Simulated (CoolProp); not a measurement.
A single-stage vapour-compression cycle with the fluid: evaporating at 272.15 K (dew point), condensing at 311.15 K (bubble point), superheat 8 K, subcooling 0 K, compressor efficiency 0.6, no pressure losses. The same conditions are run with several fluids, on thermodynamics alone (safety and materials aside).

The numbers come from the reference Helmholtz-energy equation of state of each fluid (isobutane: Bücker 2006; n-butane: Bücker 2006; C3F8 (R218): Lemmon 2006; carbonyl sulfide: Lemmon 2006; R1132(E): Akasaka 2024; R123: Younglove 1994) in CoolProp.

**Question.** Rank isobutane, n-butane, C3F8 (R218), carbonyl sulfide, R1132(E), R123 by cooling COP, highest first.

**Answer.** R123 (3.66), n-butane (3.58), isobutane (3.51), carbonyl sulfide (3.44), R1132(E) (3.21), C3F8 (R218) (2.74)

```json
[
 {"fluid": "isobutane", "pressure ratio": "3.33", "discharge temperature (K)": "331.5", "refrigerating effect (kJ/kg)": "275", "volumetric capacity (kJ/m³)": "1090"},
 {"fluid": "n-butane", "pressure ratio": "3.60", "discharge temperature (K)": "333.6", "refrigerating effect (kJ/kg)": "305", "volumetric capacity (kJ/m³)": "786"},
 {"fluid": "C3F8 (R218)", "pressure ratio": "3.02", "discharge temperature (K)": "315.5", "refrigerating effect (kJ/kg)": "52.3", "volumetric capacity (kJ/m³)": "1920"},
 {"fluid": "carbonyl sulfide", "pressure ratio": "2.76", "discharge temperature (K)": "378.7", "refrigerating effect (kJ/kg)": "225", "volumetric capacity (kJ/m³)": "4030"},
 {"fluid": "R1132(E)", "pressure ratio": "2.89", "discharge temperature (K)": "352.4", "refrigerating effect (kJ/kg)": "188", "volumetric capacity (kJ/m³)": "4680"},
 {"fluid": "R123", "pressure ratio": "4.63", "discharge temperature (K)": "341.3", "refrigerating effect (kJ/kg)": "148", "volumetric capacity (kJ/m³)": "307"}
]
```
